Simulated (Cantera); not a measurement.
Mixture: CH₄ : O₂ : N₂ : H₂O = 1 : 3.77 : 14.2 : 2.5 (molar parts), equivalence ratio 0.53, at 15.0 bar, adiabatic and at constant pressure. Ignition delay is the time to a rise of 400 K.

Model: GRI-Mech 3.0 (53 species, 325 reactions), integrated in Cantera. The pressure lies above the range GRI-Mech 3.0 was tuned for (to about 10 atm).

Q: What does this change do: H2O 2.5 to 4.8 parts?

A: 
| quantity | before | after |
|---|---|---|
| delay at 1250 K | 1.46 ms | 1.62 ms |
| delay at 1450 K | 0.193 ms | 0.215 ms |
| delay at 1650 K | 34.5 µs | 38.0 µs |
| delay at 1850 K | 8.07 µs | 8.67 µs |
| delay at 2050 K | 2.62 µs | 2.88 µs |
| apparent activation energy between 1950 and 2150 K | 170 kJ/mol | 150 kJ/mol |
